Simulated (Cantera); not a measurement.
What does this Cantera script print?

```python
import numpy as np
import cantera as ct

gas = ct.Solution("gri30.yaml")
gas.TPX = 1325, 75000, {'CO': 0.006, 'O2': 0.085, 'H2O': 0.00053, 'N2': 1}
reactor = ct.IdealGasConstPressureReactor(gas, energy="off", clone=False)
net = ct.ReactorNet([reactor])
net.rtol, net.atol = 1e-08, 1e-18
show = ['CO', 'O2', 'H2O', 'N2O', 'O', 'CO2', 'NO']
times = np.geomspace(8e-05, 100, 9)

steps = ct.SolutionArray(gas, extra=["t"])
rows = []
print(f"{'t/s':>10s}{'T/K':>9s}{'P/Pa':>11s}" + "".join(f"{s:>11s}" for s in show))
for t in times:
    while net.time < t:
        t_next = net.step()
        steps.append(gas.state, t=t_next)
    rows.append([np.interp(t, steps.t, y) for y in (steps.T, steps.P, *steps(*show).X.T)])
    print(f"{t:10.3e}{rows[-1][0]:9.1f}{rows[-1][1]:11.4g}" + "".join(f"{x:11.3e}" for x in rows[-1][2:]))
rate = np.gradient(steps.T, steps.t)
print("integrator steps:", len(steps.t))
if steps.T.max() > steps.T[0] + 200:
    print(f"time of steepest temperature rise: {steps.t[rate.argmax()]:.4e} s")
gas.TPX = 1325, 75000, {'CO': 0.006, 'O2': 0.085, 'H2O': 0.00053, 'N2': 1}
gas.equilibrate("TP")
print(f"equilibrium (TP): T = {gas.T:.1f} K  " + "  ".join(f"{s} {gas[s].X[0]:.3e}" for s in show))
```

Result:

```
       t/s      T/K       P/Pa         CO         O2        H2O        N2O          O        CO2         NO
 8.000e-05   1325.0    7.5e+04  5.497e-03  7.787e-02  4.856e-04  1.421e-13  7.579e-09  7.657e-09  1.404e-16
 4.626e-04   1325.0    7.5e+04  5.497e-03  7.787e-02  4.856e-04  4.257e-12  4.610e-08  4.900e-08  4.890e-15
 2.675e-03   1325.0    7.5e+04  5.495e-03  7.787e-02  4.854e-04  3.575e-10  1.257e-06  1.579e-06  4.350e-13
 1.547e-02   1325.0    7.5e+04  2.014e-03  7.601e-02  4.544e-04  1.103e-06  4.397e-04  3.491e-03  2.333e-07
 8.944e-02   1325.0    7.5e+04  7.351e-05  7.535e-02  4.813e-04  1.543e-06  1.839e-05  5.438e-03  8.329e-07
 5.172e-01   1325.0    7.5e+04  1.453e-06  7.533e-02  4.857e-04  7.988e-07  7.436e-07  5.511e-03  9.533e-07
 2.991e+00   1325.0    7.5e+04  1.020e-08  7.533e-02  4.865e-04  3.089e-08  9.888e-08  5.512e-03  9.678e-07
 1.729e+01   1325.0    7.5e+04  5.834e-09  7.533e-02  4.865e-04  1.847e-08  8.785e-08  5.512e-03  9.700e-07
 1.000e+02   1325.0    7.5e+04  5.834e-09  7.533e-02  4.865e-04  1.847e-08  8.785e-08  5.512e-03  9.815e-07
integrator steps: 1567
equilibrium (TP): T = 1325.0 K  CO 5.841e-09  O2 7.518e-02  H2O 4.865e-04  N2O 1.848e-08  O 8.777e-08  CO2 5.512e-03  NO 3.016e-04
```

Detailed kinetics in Cantera: GRI-Mech 3.0 (53 species, 325 reactions).
